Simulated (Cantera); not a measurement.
Input: 1 mol HF, 0.26 mol O2, held at 700 K and 12000 Pa.

These are equilibrium values from Cantera (NASA tables, ideal gas, pure condensed phases), not measurements of a reactor. Candidate condensed phases: H2O; 22 gas species. Rates play no part.

Base state: HF 0.794, O2 0.206, H2F2 1.36e-5 (mole fractions); condensed: gas only.

Question: What changes in the equilibrium state with this change: temperature from 700 K to 3248 K?

Answer: 
```json
[
 {"species": "HF", "before": "0.794", "after": "0.579"},
 {"species": "O", "before": "<1e-9", "after": "0.187"},
 {"species": "F", "before": "<1e-9", "after": "0.0863"},
 {"species": "O2", "before": "0.206", "after": "0.0680"},
 {"species": "H", "before": "<1e-9", "after": "0.0535"},
 {"species": "OH", "before": "<1e-9", "after": "0.0197"},
 {"species": "H2", "before": "<1e-9", "after": "0.00337"},
 {"species": "H2O", "before": "<1e-9", "after": "0.00314"},
 {"species": "H2F2", "before": "1.36e-5", "after": "2.00e-7"}
]
```
